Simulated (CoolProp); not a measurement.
20 sccm (0 °C, 1 atm) of nitrogen bubbles through liquid n-octane at 368.6 K and leaves saturated at a total pressure of 0.15 MPa (ideal gas phase). Each further row changes one setting.

Model: reference Helmholtz-energy equation of state, Beckmüller 2019, in CoolProp.

```csv
case,vapour pressure (kPa),mole fraction of vapour,delivery (mg/min),delivery (sccm),change of delivery for a bath 1 K warmer (%)
as stated,40.3,?,?,7.35,4.7
bath temperature 373.6 K,47.6,0.317,47.3,?,4.9
total pressure 0.3 MPa,40.3,0.134,15.8,?,?
```

### Question
Complete the blanks.

### Answer

- as stated, mole fraction of vapour: 0.269
- as stated, delivery (mg/min): 37.5
- bath temperature 373.6 K, delivery (sccm): 9.28
- total pressure 0.3 MPa, delivery (sccm): 3.11
- total pressure 0.3 MPa, change of delivery for a bath 1 K warmer (%): 4.0
